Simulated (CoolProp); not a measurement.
Properties of CHF3 (R23) at several states.

Computed with CoolProp (reference Helmholtz-energy equation of state, Penoncello 2003).

```json
[
 {"T (°C)": "-123.35", "p (bar)": "16", "phase": "liquid", "density (kg/m³)": "1597", "expansivity (1/kK)": "2.154"},
 {"T (°C)": "153.55", "p (bar)": "0.851", "phase": "gas", "density (kg/m³)": "1.682", "expansivity (1/kK)": "2.360"},
 {"T (°C)": "-39.15", "p (bar)": "0.12", "phase": "gas", "density (kg/m³)": "0.4328", "expansivity (1/kK)": "4.307"},
 {"T (°C)": "177.15", "p (bar)": "1.68", "phase": "gas", "density (kg/m³)": "3.150", "expansivity (1/kK)": "2.247"}
]
```
